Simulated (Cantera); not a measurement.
Feed: 1 mol Si₂Cl₆, 0.46 mol HCl, 53 mol H₂, held at 1.00 Torr.

Cantera equilibrium calculation (NASA polynomials, part measured and part estimated; ideal gas, pure solids and liquids). Candidate condensed phases: Si; 19 gas species. The feed counts by its element totals alone. The tables' values for SiCl₃ are old estimates; treat these amounts as uncertain. Kinetics and transport are ignored.

x: gas mole fraction; n: condensed amount in mol.

```csv
T (K),x H₂,x HCl,x SiCl₄,x SiCl₂,x SiHCl₃,n Si(s)
800,0.966,0.00521,0.0249,2.89e-5,0.00417,0.396
850,0.962,0.00966,0.0238,0.000115,0.00394,0.456
900,0.957,0.0165,0.0220,0.000386,0.00362,0.544
950,0.950,___,___,___,___,___
1000,0.940,0.0384,0.0152,0.00266,0.00263,0.787
1050,0.928,0.0519,0.0105,0.00543,0.00194,0.904
1100,0.918,0.0642,0.00580,0.00915,0.00122,0.983
1150,0.910,0.0724,0.00251,0.0127,0.000641,1.01
1200,0.906,0.0761,0.000913,0.0151,0.000296,1.01
1250,0.905,0.0772,___,0.0166,___,0.992
1300,0.905,0.0771,0.000112,0.0175,5.99e-5,0.969
1350,0.905,0.0766,4.20e-5,0.0182,2.84e-5,0.945
```

Complete the blanks.


- 950, x HCl: 0.0261
- 950, x SiCl₄: 0.0192
- 950, x SiCl₂: 0.00110
- 950, x SiHCl₃: 0.00320
- 950, n Si(s): 0.658
- 1250, x SiCl₄: 0.000316
- 1250, x SiHCl₃: 0.000132
